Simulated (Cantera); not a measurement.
**Thermodynamics of hydrogen reduction and annealing atmospheres, feed Al2O3 + H2**

A closed system holds: 1 mol Al2O3, 2200 mol H2, equilibrated at 1825 K and 1.00 bar.

These are equilibrium values from Cantera (NASA tables, ideal gas, pure condensed phases), not measurements of a reactor. Candidate condensed phases: Al, Al2O3, H2O; 19 gas species. The numbers say what is thermodynamically allowed, not how fast it happens.

```json
{
  "x(H2)": "1.000",
  "x(H)": "0.000440",
  "x(H2O)": "1.78e-5",
  "x(Al)": "6.26e-6",
  "x(AlH)": "2.66e-6",
  "x(Al2O)": "2.02e-6",
  "n(Al2O3(s))": "0.985 mol",
  "gas_amount": "2201 mol",
  "log10 activity of Al(l) (absent)": "-2.22"
}
```
